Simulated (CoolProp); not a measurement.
The fluid at 409.77 K and 0.217 MPa is throttled through a valve to 0.0308 MPa with no heat exchange. The same conditions are run with several fluids, on thermodynamics alone (safety and materials aside).

Model: reference Helmholtz-energy equation of state of each fluid (CF4 (R14): Platzer 1990; n-hexane: Thol 2019; chloromethane (R40): Thol 2014; the fluoroketone C6F12O (FK-5-1-12): McLinden 2015; tetrahydrofuran: Fiedler 2023), in CoolProp. The equations of Platzer and Polt are older, rougher fits.

```csv
fluid,temperature change (K),final density (kg/m³)
CF4 (R14),___,___
n-hexane,___,___
chloromethane (R40),-2.5,___
the fluoroketone C6F12O (FK-5-1-12),-2.0,2.89
tetrahydrofuran,___,___
```

What belongs in the gaps?


- CF4 (R14), temperature change (K): -0.5
- CF4 (R14), final density (kg/m³): 0.797
- n-hexane, temperature change (K): -3.0
- n-hexane, final density (kg/m³): 0.791
- chloromethane (R40), final density (kg/m³): 0.460
- tetrahydrofuran, temperature change (K): -2.8
- tetrahydrofuran, final density (kg/m³): 0.660
